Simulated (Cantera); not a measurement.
An adiabatic, constant-volume homogeneous reactor starts with 5.56 % C3H8, 19.9 % O2, 74.6 % N2, equivalence ratio 1.4, at 1550 K and 10500 Torr.

Cantera simulation using GRI-Mech 3.0 (53 species, 325 reactions); the numbers are that mechanism's predictions, not measurements. GRI-Mech 3.0 was tuned for natural gas; its chemistry of propane as a main component is partial and can be far from experiment. The pressure lies above the range GRI-Mech 3.0 was tuned for (to about 10 atm). Above 3000 K some thermodynamic fits are extrapolated.

**Question.** Predict: time of steepest temperature rise; temperature at 0.900 s; equilibrium temperature; x(O2) at 0.900 s; x(NO2) at 0.900 s; x(H2) at 0.900 s; x(NO) at 0.900 s.

**Answer.** 
```json
{
  "time_of_steepest_temperature_rise": "9.20 µs",
  "temperature at 0.900 s": "3238 K",
  "equilibrium_temperature": "3238 K",
  "x(O2) at 0.900 s": "0.00228 (gas-phase equilibrium 0.00228)",
  "x(NO2) at 0.900 s": "1.76e-6 (gas-phase equilibrium 1.76e-6)",
  "x(H2) at 0.900 s": "0.0458 (gas-phase equilibrium 0.0458)",
  "x(NO) at 0.900 s": "0.00588 (gas-phase equilibrium 0.00588)"
}
```
